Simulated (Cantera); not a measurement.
**SiH₂Cl₂ + H₂ (silicon epitaxy and polysilicon growth)**

A closed system holds: 1 mol SiH₂Cl₂, a varied amount of H₂, equilibrated at 1723 K and 89.0 mbar.

Method: chemical equilibrium by Gibbs-energy minimisation in Cantera with the NASA 1993 tables (ideal gas, pure condensed phases). Candidate condensed phases: Si; 19 gas species. The tables' values for SiCl₃, SiCl are old estimates; treat these amounts as uncertain. Gases not in the tables: Si₂H₆ and higher silanes. Rates play no part.

```tsv
n(H₂) (mol)	x H₂	x HCl	x SiCl₂	x SiCl₃	n Si(l)
11	0.878	0.0891	0.0312	0.000637	0.583
17	0.913	0.0686	0.0178	0.000275	0.654
27	0.940	0.0501	0.00923	0.000102	0.727
41	0.958	0.0366	0.00485	3.89e-5	0.787
63	0.971	0.0259	0.00239	1.35e-5	0.841
97	0.980	0.0179	0.00113	4.39e-6	0.883
150	0.987	0.0121	0.000514	1.34e-6	0.916
230	0.991	0.00815	0.000232	4.07e-7	0.938
350	0.994	0.00547	0.000104	1.22e-7	0.951
540	0.996	0.00360	4.49e-5	3.47e-8	0.957
830	0.997	0.00236	1.94e-5	9.83e-9	0.955
```
x: gas mole fraction; n: condensed amount in mol.

From 11 mol H₂ to 830 mol H₂ the condensed part is Si(l). The main Si-bearing gas is SiCl₂ throughout. The share of Si in condensed phases is highest at 540 mol H₂ (95.7 %) and lowest at 11 mol H₂ (58.3 %).
